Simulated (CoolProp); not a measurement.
R236EA at several states: density (kg/m³) from the reference equation and from simpler models built on Tc = 139.3 °C, pc = 3.414 MPa, ω = 0.368; each cubic takes its own stable root.

Model: reference Helmholtz-energy equation of state, Rui 2013, in CoolProp.

```csv
T (°C),p (MPa),phase,reference
7.25,0.0252,gas,1.661
5.15,0.0694,gas,4.702
91.25,0.311,gas,16.45
109.15,6,liquid,1150
13.05,0.669,liquid,1466
74.15,0.179,gas,9.762
```

Question: How far does each simpler model (van der Waals, Redlich-Kwong, Peng-Robinson) lie from the reference over these 6 states: mean and median of the absolute difference, and the worst?

Answer: 
- van der Waals: mean 13.3 %, median 1.5 %, worst -40.8 % at 13.05 °C and 0.669 MPa
- Redlich-Kwong: mean 5.1 %, median 0.8 %, worst -14.7 % at 109.15 °C and 6 MPa
- Peng-Robinson: mean 0.8 %, median 0.3 %, worst +3.3 % at 13.05 °C and 0.669 MPa
